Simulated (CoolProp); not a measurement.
Vapour-liquid equilibrium of n-heptane (1) + toluene (2) at 0.765 bar; x and y are mole fractions of (1).

Values from CoolProp's multi-fluid Helmholtz-energy mixture model, Span 2003 and Lemmon 2006; pair parameters Bell 2016.

Problem. Give the bubble temperature and the first vapour's composition at x = 0.05, 0.2, 0.35. Is there an azeotrope?

Solution. x = 0.05: 372.6 K, y = 0.091; x = 0.2: 369.1 K, y = 0.299; x = 0.35: 366.8 K, y = 0.452. No azeotrope shows between x = 0.05 and 0.95.

Pair parameters are fitted to limited data, so mixtures are less certain than the pure fluids.
